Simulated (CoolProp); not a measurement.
Saturation properties of CH3F (R41).

The numbers come from the reference Helmholtz-energy equation of state, Lemmon 2006 in CoolProp. It is a short technical equation, of lower accuracy than the large ones.

```csv
T (K),p (MPa),liquid density (kg/m³),vapour density (kg/m³),enthalpy of vaporisation (kJ/kg),surface tension (mN/m)
159.5,0.008850,951.1,0.2293,532.6,21.2
167.6,0.01717,935.6,0.4254,522.8,19.9
175.7,[?],919.8,0.7396,512.8,18.5
183.8,0.05308,903.7,1.217,502.5,17.2
191.9,0.08616,887.2,1.912,491.6,15.9
200,0.1339,870.2,2.886,480.3,14.7
208.1,0.2002,852.7,[?],468.4,13.4
216.2,0.2898,834.6,5.974,455.8,12.2
224.3,0.4074,815.8,8.269,442.3,11.0
232.4,0.5585,796.2,11.21,427.9,9.82
240.4,0.7460,775.9,14.89,412.5,8.68
248.5,0.9805,754.2,19.58,[?],7.56
256.6,1.267,731.2,25.45,377.2,6.47
264.7,1.611,706.6,32.82,356.8,5.42
```

**Question.** What belongs in the gaps?

**Answer.** 
- 175.7, p (MPa): 0.03109
- 208.1, vapour density (kg/m³): 4.212
- 248.5, enthalpy of vaporisation (kJ/kg): 395.6

It boils at 194.8 K under 1 atm.

Surface tension comes from a separate correlation (Mulero 2012).
